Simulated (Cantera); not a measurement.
Charge: 1 mol Fe₃O₄, 3.4 mol CH₄, 1.3 mol CO, at 1850 K and 0.100 bar.

Equilibrium computed with Cantera from the NASA thermochemical tables; the gas is ideal and each condensed phase is pure. Candidate condensed phases: C, C₆H₆, C₇H₈, C₈H₁₈, Fe, Fe(CO)₅, FeO, Fe(OH)₂, Fe(OH)₃, Fe₂O₃, Fe₃O₄, H₂O; 114 gas species. Equilibrium is a limit: real reactors are often held back by kinetics, nucleation or transport.

Base state: H₂ 0.546, CO 0.400, H₂O 0.0441, CO₂ 0.00804, H 0.00126, Fe 0.000585 (mole fractions); condensed: Fe(l).

**Question.** What changes in the equilibrium state with this change: pressure from 0.100 bar to 13.3 mbar?

**Answer.** 
```csv
species,before,after
H₂,0.546,0.542
CO,0.400,0.398
H₂O,0.0441,0.0438
Fe,0.000585,0.00439
H,0.00126,0.00344
OH,7.51e-6,2.05e-5
CO₂,0.00804,0.00801
"Fe(l), mol",2.99,2.95
```
